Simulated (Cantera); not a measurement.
## Silicon carbide growth: SiH2Cl2 + C3H8 + H2

Input: 1 mol SiH2Cl2, 0.057 mol C3H8, 34 mol H2, held at 0.00110 bar.

Cantera equilibrium calculation (NASA polynomials, part measured and part estimated; ideal gas, pure solids and liquids). Candidate condensed phases: C, C6H6, C7H8, C8H18, Si, SiC; 109 gas species. Mutual solubility and eutectic melting of coexisting phases are not modelled. The tables' values for SiCl, SiCl3 are old estimates; treat these amounts as uncertain. Gases not in the tables: Si2H6 and higher silanes. The numbers say what is thermodynamically allowed, not how fast it happens.

From 1327 °C to 1402 °C the condensed part is Si(s) + SiC(s). From 1477 °C to 1627 °C the condensed part is Si(l) + SiC(s). From 1702 °C to 1852 °C the condensed part is SiC(s). From 1927 °C to 2002 °C nothing is condensed. The main Si-bearing gas is SiCl2 at 1327 °C and Si at 2002 °C.

| T (°C) | x H2 | x H | x HCl | x Si | x Cl | x SiCl2 | x SiC2 | x C2H2 (acetylene) | n Si(s) | n SiC(s) | n Si(l) |
|---|---|---|---|---|---|---|---|---|---|---|---|
| 1327 | 0.950 | 0.00160 | 0.0421 | 8.86e-5 | 5.61e-5 | 0.00644 | 3.81e-11 | 2.89e-9 | 0.590 | 0.171 | 0 |
| 1402 | 0.948 | 0.00341 | 0.0416 | 0.000395 | 0.000117 | 0.00660 | 4.73e-10 | 9.95e-9 | 0.569 | 0.171 | 0 |
| 1477 | 0.943 | 0.00681 | 0.0420 | 0.00136 | 0.000234 | 0.00622 | 5.34e-9 | 3.93e-8 | 0 | 0.171 | 0.540 |
| 1552 | 0.934 | 0.0128 | 0.0423 | 0.00413 | 0.000443 | 0.00571 | 5.06e-8 | 1.46e-7 | 0 | 0.169 | 0.441 |
| 1627 | 0.916 | 0.0229 | 0.0419 | 0.0115 | 0.000790 | 0.00518 | 4.00e-7 | 4.83e-7 | 0 | 0.163 | 0.150 |
| 1702 | 0.893 | 0.0390 | 0.0445 | 0.0169 | 0.00145 | 0.00314 | 4.68e-6 | 4.36e-6 | 0 | 0.155 | 0 |
| 1777 | 0.866 | 0.0636 | 0.0461 | 0.0185 | 0.00251 | 0.00147 | 5.96e-5 | 5.69e-5 | 0 | 0.138 | 0 |
| 1852 | 0.827 | 0.0996 | 0.0452 | 0.0204 | 0.00399 | 0.000667 | 0.000625 | 0.000593 | 0 | 0.0395 | 0 |
| 1927 | 0.777 | 0.150 | 0.0426 | 0.0217 | 0.00598 | 0.000293 | 0.000948 | 0.000903 | 0 | 0 | 0 |
| 2002 | 0.712 | 0.216 | 0.0387 | 0.0217 | 0.00847 | 0.000121 | 0.000959 | 0.000946 | 0 | 0 | 0 |
x: gas mole fraction; n: condensed amount in mol.
